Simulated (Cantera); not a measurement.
A freely propagating, adiabatic, planar premixed flame of H2 : O2 : N2 = 1 : 0.556 : 1.78 (molar parts), unburnt at 675 K and 0.133 bar; mixture-averaged transport, grid criteria slope 0.08 and curve 0.16, no radiation.

Detailed kinetics in Cantera: the H2/O2 subset of GRI-Mech 3.0, which has no nitrogen chemistry. Burning velocities carry a grid error of a few per cent, more on coarse grids.

### Question
What does this change do: inlet temperature 675 to 650 K?

### Answer
```tsv
quantity	before	after
laminar burning velocity	812 cm/s	753 cm/s
thermal thickness	6.60 mm	6.46 mm
peak x(OH)	0.0253	0.0249
peak x(HO2)	4.23e-5	4.62e-5
peak x(O)	0.0216	0.0212
```

### Question
What does this change do: inlet temperature 675 to 700 K?

### Answer
```csv
quantity,before,after
laminar burning velocity,812 cm/s,885 cm/s
thermal thickness,6.60 mm,6.81 mm
peak x(OH),0.0253,0.0257
peak x(HO2),4.23e-5,3.86e-5
peak x(O),0.0216,0.0220
```
